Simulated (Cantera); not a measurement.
Feed: 1 mol CH3F, 0.062 mol HCl, 1.3 mol H2, held at 1450 K and 1.00 Torr.

Method: chemical equilibrium by Gibbs-energy minimisation in Cantera with the NASA 1993 tables (ideal gas, pure condensed phases). Candidate condensed phases: C, C6H6, C7H8, C8H18; 118 gas species. Rates play no part.

Base state: H2 0.684, HF 0.297, HCl 0.0184, H 0.000214 (mole fractions); condensed: C(graphite).

Question: What changes in the equilibrium state with this change: temperature from 1450 K to 3548 K?

Answer: 
```json
[
 {"species": "H", "before": "0.000214", "after": "0.733"},
 {"species": "C", "before": "<1e-9", "after": "0.117"},
 {"species": "F", "before": "1.76e-9", "after": "0.114"},
 {"species": "H2", "before": "0.684", "after": "0.00166"},
 {"species": "HF", "before": "0.297", "after": "0.0180"},
 {"species": "HCl", "before": "0.0184", "after": "2.81e-5"},
 {"species": "C2", "before": "<1e-9", "after": "0.00506"},
 {"species": "C3", "before": "<1e-9", "after": "0.00169"},
 {"species": "CF", "before": "<1e-9", "after": "0.00128"},
 {"species": "C(graphite), mol", "before": "1.000", "after": "0"}
]
```

Question: What changes in the equilibrium state with this change: temperature from 1450 K to 2200 K?

Answer: 
```json
[
 {"species": "H2", "before": "0.684", "after": "0.584"},
 {"species": "HF", "before": "0.297", "after": "0.280"},
 {"species": "H", "before": "0.000214", "after": "0.118"},
 {"species": "HCl", "before": "0.0184", "after": "0.0151"},
 {"species": "F", "before": "1.76e-9", "after": "4.86e-5"},
 {"species": "C2H", "before": "<1e-9", "after": "1.05e-5"},
 {"species": "Cl", "before": "4.70e-6", "after": "0.00222"},
 {"species": "C(graphite), mol", "before": "1.000", "after": "0.989"}
]
```
